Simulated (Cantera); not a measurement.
Mixture: 38.3 % H2, 9.58 % O2, 36.0 % N2, 16.1 % H2O, equivalence ratio 2.0, at 7500 Torr, adiabatic and at constant volume. Ignition delay is the time to a rise of 400 K.

Computed with Cantera and the H2/O2 subset of GRI-Mech 3.0, which has no nitrogen chemistry. The hydrogen kinetics of GRI-Mech 3.0 are dated; newer H2 mechanisms differ, most at raised pressure. Where the delays flatten at high temperature, the 400 K rule measures the pace of heat release, not the induction time.

### Question
Predict: delay at 1298 K; delay at 1498 K; delay at 1698 K; delay at 1898 K; delay at 2098 K.

### Answer
```
Property           Result
---------------  --------
delay at 1298 K   38.0 µs
delay at 1498 K   2.64 µs
delay at 1698 K   1.07 µs
delay at 1898 K  0.662 µs
delay at 2098 K  0.508 µs
```
